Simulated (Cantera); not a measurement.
A perfectly stirred reactor is fed with CH₄ : C₂H₆ : C₃H₈ : O₂ : N₂ = 1 : 1.3 : 0.27 : 13.4 : 50.3 (molar parts), equivalence ratio 0.59, at 420000 Pa; it is adiabatic with a 675 K inlet, and is followed from long to short residence time, starting on the burning branch (τ in s: 0.022, 0.011, 0.0052, 0.0025, 0.0012, 0.00059, 0.00028, 0.00014, 6.7e-05, 3.2e-05, 1.6e-05).

Model: GRI-Mech 3.0 (53 species, 325 reactions), integrated in Cantera.

**Question.** Predict: blow-out, bracketed by the residence times tried; x(CH₄) at τ = 22.0 ms; x(C₂H₆) at τ = 22.0 ms; x(C₃H₈) at τ = 22.0 ms; x(NO) at τ = 22.0 ms; x(H₂) at τ = 22.0 ms; x(CH₄) at τ = 0.590 ms; x(C₂H₆) at τ = 0.590 ms; x(C₃H₈) at τ = 0.590 ms; x(NO) at τ = 0.590 ms; x(H₂) at τ = 0.590 ms.

**Answer.** 
- blow-out, bracketed by the residence times tried = burning at 67.0 µs, out at 32.0 µs
- x(CH₄) at τ = 22.0 ms = 2.58e-6
- x(C₂H₆) at τ = 22.0 ms = 5.88e-7
- x(C₃H₈) at τ = 22.0 ms = 1.19e-7
- x(NO) at τ = 22.0 ms = 7.03e-5
- x(H₂) at τ = 22.0 ms = 8.54e-5
- x(CH₄) at τ = 0.590 ms = 2.95e-5
- x(C₂H₆) at τ = 0.590 ms = 9.12e-6
- x(C₃H₈) at τ = 0.590 ms = 1.90e-6
- x(NO) at τ = 0.590 ms = 2.13e-5
- x(H₂) at τ = 0.590 ms = 0.000636
